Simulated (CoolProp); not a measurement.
Dodecamethylpentasiloxane (MD3M) along the isotherm 620 K: Z from the reference equation and from simpler models built on Tc = 628.0 K, pc = 954.0 kPa, ω = 0.730; each cubic takes its own stable root.

Values from CoolProp's reference Helmholtz-energy equation of state, Thol 2019.

```tsv
p (kPa)	phase	reference
170	gas	0.9279
341	gas	0.8470
511	gas	0.7539
681	gas	0.6370
1020	liquid	0.1733
1190	liquid	0.1945
1360	liquid	0.2165
1530	liquid	0.2387
1700	liquid	0.2609
1870	liquid	0.2830
2040	liquid	0.3050
2210	liquid	0.3268
2380	liquid	0.3485
```

Question: How far does each simpler model (van der Waals, Redlich-Kwong, Peng-Robinson) lie from the reference over these 13 states: mean and median of the absolute difference, and the worst?

Answer: 
- van der Waals: mean 37.5 %, median 47.8 %, worst +62.8 % at 620 K and 1020 kPa
- Redlich-Kwong: mean 16.4 %, median 18.5 %, worst +33.4 % at 620 K and 1020 kPa
- Peng-Robinson: mean 5.2 %, median 4.7 %, worst +14.1 % at 620 K and 1020 kPa
